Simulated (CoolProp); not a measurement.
The fluid at 293.15 K and 10.1 MPa flows at 0.069 m/s in a round tube of 25 mm bore and 0.25 µm roughness, fully developed (64/Re and Nu = 3.66 if laminar; Colebrook and Gnielinski if turbulent). The same conditions are run with several fluids, on thermodynamics alone (safety and materials aside).

Computed with CoolProp (reference Helmholtz-energy equation of state of each fluid (ethanol: Schroeder 2014; CH2F2 (R32): Tillner-Roth 1997; R407C: Lemmon 2003; isobutane: Bücker 2006; n-pentane: Thol 2019)). Blends and air are pseudo-pure fits.

### Question
Rank ethanol, CH2F2 (R32), R407C, isobutane, n-pentane by Reynolds number, highest first.

### Answer
CH2F2 (R32) (12900), R407C (11000), isobutane (5380), n-pentane (5090), ethanol (1090)

```json
[
 {"fluid": "ethanol", "Darcy friction factor": "0.0589", "pressure drop (Pa/m)": "4.47", "heat-transfer coefficient (W/(m² K))": "24.8", "mass flow (kg/h)": "97.3"},
 {"fluid": "CH2F2 (R32)", "Darcy friction factor": "0.0289", "pressure drop (Pa/m)": "2.82", "heat-transfer coefficient (W/(m² K))": "316", "mass flow (kg/h)": "125"},
 {"fluid": "R407C", "Darcy friction factor": "0.0301", "pressure drop (Pa/m)": "3.47", "heat-transfer coefficient (W/(m² K))": "224", "mass flow (kg/h)": "147"},
 {"fluid": "isobutane", "Darcy friction factor": "0.0366", "pressure drop (Pa/m)": "2.00", "heat-transfer coefficient (W/(m² K))": "141", "mass flow (kg/h)": "70.0"},
 {"fluid": "n-pentane", "Darcy friction factor": "0.0372", "pressure drop (Pa/m)": "2.26", "heat-transfer coefficient (W/(m² K))": "158", "mass flow (kg/h)": "77.8"}
]
```

Transport values come from each fluid's own correlations; those of CH2F2 (R32), n-pentane are estimates that may be off by 10 % or more.
